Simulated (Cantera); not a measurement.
Feed: 1 mol MgSO₄, 5.6 mol H₂, 1.5 mol H₂O, held at 1948 K.

These are equilibrium values from Cantera (NASA tables, ideal gas, pure condensed phases), not measurements of a reactor. Candidate condensed phases: H₂O, H₂SO₄, Mg, MgO, Mg(OH)₂, MgS, MgSO₄, S; 26 gas species. Kinetics and transport are ignored.

x: gas mole fraction; n: condensed amount in mol.

```json
[
 {"P (Pa)": "10", "x H₂O": "0.382", "x H₂": "0.364", "x H₂S": "5.64e-5", "x SO₂": "0.0711", "x H": "0.0682", "x Mg": "0.0676", "x SO": "0.0322", "x S₂": "0.000514", "n MgO(s)": "0.384"},
 {"P (Pa)": "68", "x H₂O": "0.392", "x H₂": "0.450", "x H₂S": "0.000615", "x SO₂": "0.0638", "x H": "0.0291", "x Mg": "0.0120", "x SO": "0.0348", "x S₂": "0.00590", "n MgO(s)": "0.900"},
 {"P (Pa)": "460", "x H₂O": "[?]", "x H₂": "0.444", "x H₂S": "[?]", "x SO₂": "[?]", "x H": "[?]", "x Mg": "[?]", "x SO": "[?]", "x S₂": "[?]", "n MgO(s)": "0.987"},
 {"P (Pa)": "3200", "x H₂O": "0.486", "x H₂": "0.410", "x H₂S": "0.00848", "x SO₂": "0.0378", "x H": "0.00405", "x Mg": "0.000187", "x SO": "0.0152", "x S₂": "0.0286", "n MgO(s)": "0.998"},
 {"P (Pa)": "22000", "x H₂O": "0.533", "x H₂": "[?]", "x H₂S": "[?]", "x SO₂": "[?]", "x H": "[?]", "x Mg": "[?]", "x SO": "[?]", "x S₂": "[?]", "n MgO(s)": "1.000"},
 {"P (Pa)": "150000", "x H₂O": "0.572", "x H₂": "0.325", "x H₂S": "0.0479", "x SO₂": "0.0127", "x H": "0.000526", "x Mg": "2.69e-6", "x SO": "0.00343", "x S₂": "0.0310", "n MgO(s)": "1.000"},
 {"P (Pa)": "1000000", "x H₂O": "0.602", "x H₂": "0.281", "x H₂S": "0.0850", "x SO₂": "0.00579", "x H": "0.000189", "x Mg": "3.31e-7", "x SO": "0.00128", "x S₂": "0.0196", "n MgO(s)": "1.000"}
]
```

Some entries are withheld; supply them.


- 460, x H₂O: 0.434
- 460, x H₂S: 0.00270
- 460, x SO₂: 0.0525
- 460, x H: 0.0111
- 460, x Mg: 0.00158
- 460, x SO: 0.0256
- 460, x S₂: 0.0172
- 22000, x H₂: 0.369
- 22000, x H₂S: 0.0219
- 22000, x SO₂: 0.0235
- 22000, x H: 0.00146
- 22000, x Mg: 2.23e-5
- 22000, x SO: 0.00774
- 22000, x S₂: 0.0344
